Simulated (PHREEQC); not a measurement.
Make-up at 25 °C: 17 mmol/kgw HF, 130 mmol/kgw (CH3)4NF, 0.12 mmol/kgw (NH4)2SiF6, 0.17 mmol/kgw H2SO4 and 38 mmol/kgw NH3. Closed to the air; pH follows from the charge balance.

Model: ion-association model, phreeqc.dat, run in PHREEQC.

No solid was allowed to form.

Q: What pH, ionic strength does the model give?

A: pH 9.45; ionic strength 0.148 mol/kgw.

Q: In which forms is N present?

A: NH3 53 %, NH4+ 47 % of the N.

Complexes and solids missing from the database can't appear. (CH3)4N+ isn't in the database: it is added as a free cation with an ion size of 4 Å. SiF6-2 is the database's only silicon fluoride.
